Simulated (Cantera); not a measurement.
Charge: 1 mol HgO, 0.65 mol H2, 0.3 mol N2, equilibrated at 3300 Pa.

Cantera equilibrium calculation (NASA polynomials, part measured and part estimated; ideal gas, pure solids and liquids). Candidate condensed phases: H2O, Hg, HgO; 25 gas species. Equilibrium is a limit: real reactors are often held back by kinetics, nucleation or transport. All values below are at 898 K.

Base state: Hg 0.471, H2O 0.306, N2 0.141, O2 0.0824 (mole fractions); condensed: gas only.

What changes in the equilibrium state with this change: H2 from 0.65 to 0.2 mol?


```json
[
 {"species": "Hg", "before": "0.471", "after": "0.526"},
 {"species": "O2", "before": "0.0824", "after": "0.211"},
 {"species": "N2", "before": "0.141", "after": "0.158"},
 {"species": "H2O", "before": "0.306", "after": "0.105"}
]
```

What changes in the equilibrium state with this change: H2 from 0.65 to 0.3 mol?


| species | before | after |
|---|---|---|
| Hg | 0.471 | 0.513 |
| O2 | 0.0824 | 0.179 |
| H2O | 0.306 | 0.154 |
| N2 | 0.141 | 0.154 |
